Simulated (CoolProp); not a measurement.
Vapour pressure (kPa) of fluorine: the reference equation beside estimates from Tc = 144.4 K, pc = 5240 kPa, ω = 0.045. Clausius-Clapeyron is anchored at 100.3 K with a constant enthalpy of vaporisation of 6.004 kJ/mol.

Computed with CoolProp (reference Helmholtz-energy equation of state, de Reuck 1990).

```tsv
T (K)	reference	Clausius-Clapeyron	Soave-Redlich-Kwong	Peng-Robinson
80	54.67	[?]	55.27	57.86
86.8	123.5	[?]	124.8	128.3
93.5	243.1	259.5	245.9	249.4
100.3	438.0	438.0	443.5	445.4
107.1	729.6	691.8	739.8	[?]
113.8	1135	1029	1152	1146
120.6	1690	[?]	1718	1705
127.3	2405	[?]	2446	[?]
134.1	3334	2688	3382	3363
```

Q: What belongs in the gaps?

A: 
- 80, Clausius-Clapeyron: 70.48
- 86.8, Clausius-Clapeyron: 142.9
- 107.1, Peng-Robinson: 738.3
- 120.6, Clausius-Clapeyron: 1471
- 127.3, Clausius-Clapeyron: 2016
- 127.3, Peng-Robinson: 2428

Absolute difference from the reference over all 9 rows, mean and median: Clausius-Clapeyron 12.7 and 13.0 %, Soave-Redlich-Kwong 1.4 and 1.4 %, Peng-Robinson 2.1 and 1.2 %.
